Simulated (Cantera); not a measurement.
Mixture: 32.5 % CO, 2.01 % H2, 4.55 % CH4, 16.5 % O2, 44.5 % N2, at 10.0 bar, adiabatic and at constant pressure. Ignition delay is the time to a rise of 400 K.

Computed with Cantera and GRI-Mech 3.0 (53 species, 325 reactions).

Q: Predict: delay at 1023 K; delay at 1173 K; delay at 1323 K; delay at 1473 K; delay at 1623 K; apparent activation energy between 1548 and 1698 K.

A: 
| Quantity | Value |
|---|---|
| delay at 1023 K | 2.72 ms |
| delay at 1173 K | 0.358 ms |
| delay at 1323 K | 0.109 ms |
| delay at 1473 K | 38.6 µs |
| delay at 1623 K | 15.6 µs |
| apparent activation energy between 1548 and 1698 K | 120 kJ/mol |
